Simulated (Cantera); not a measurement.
Feed: 1 mol Si2Cl6, 1.7 mol HCl, 63 mol N2, equilibrated at 1175 K and 13.3 mbar.

Cantera equilibrium calculation (NASA polynomials, part measured and part estimated; ideal gas, pure solids and liquids). Candidate condensed phases: NH4Cl, Si, Si3N4; 28 gas species. The feed counts by its element totals alone. N2 is the only nitrogen source here; it is nearly inert below about 1500 K, so the nitride shown seldom forms there in practice. The tables' values for SiCl3 are old estimates; treat these amounts as uncertain. The numbers say what is thermodynamically allowed, not how fast it happens.

Problem. What is the equilibrium state?

Solution. 
```json
{
 "x(N2)": "0.952",
 "x(HCl)": "0.0242",
 "x(SiCl4)": "0.0226",
 "x(H2)": "0.000790",
 "x(SiCl3)": "0.000629",
 "x(SiCl2)": "0.000171",
 "x(SiHCl3)": "1.74e-5",
 "n(Si3N4(s))": "0.152 mol",
 "gas_amount": "65.88 mol",
 "log10 activity of Si(s) (absent)": "-4.00"
}
```
